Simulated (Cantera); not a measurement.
An isothermal, constant-pressure homogeneous reactor starts with C2H6 : N2 = 1 : 7.9 (molar parts), at 1000 K and 1.18 atm. Integrator tolerance rtol = 1e-08.

Detailed kinetics in Cantera: GRI-Mech 3.0 (53 species, 325 reactions). GRI-Mech 3.0 stops at C3 and has no aromatics, soot or wall deposition, so with more carbon than oxygen in the feed, carbon stays in small species such as C2H2 where larger ones or solid carbon would form.

```json
[
 {"quantity": "x(C2H6) at 10.0 s", "before": "0.0220 (gas-phase equilibrium 0.000462)", "after": "1.86e-5 (gas-phase equilibrium 1.16e-5)"},
 {"quantity": "x(C2H2) at 10.0 s", "before": "0.000981 (gas-phase equilibrium 0.00823)", "after": "0.0722 (gas-phase equilibrium 0.0389)"},
 {"quantity": "x(H2) at 10.0 s", "before": "0.0775 (gas-phase equilibrium 0.00533)", "after": "0.136 (gas-phase equilibrium 0.146)"},
 {"quantity": "x(H) at 10.0 s", "before": "1.60e-8 (gas-phase equilibrium 1.52e-10)", "after": "2.33e-6 (gas-phase equilibrium 2.39e-6)"},
 {"quantity": "x(CH3) at 10.0 s", "before": "3.32e-8 (gas-phase equilibrium 5.83e-8)", "after": "1.08e-5 (gas-phase equilibrium 8.61e-6)"}
]
```

### Question
Name the change that produced these shifts.
A. N2 7.9 to 23 parts
B. temperature 1000 to 1525 K
C. temperature 1000 to 1425 K
D. pressure from 1.18 atm to 0.128 atm

### Answer
C, temperature 1000 to 1425 K
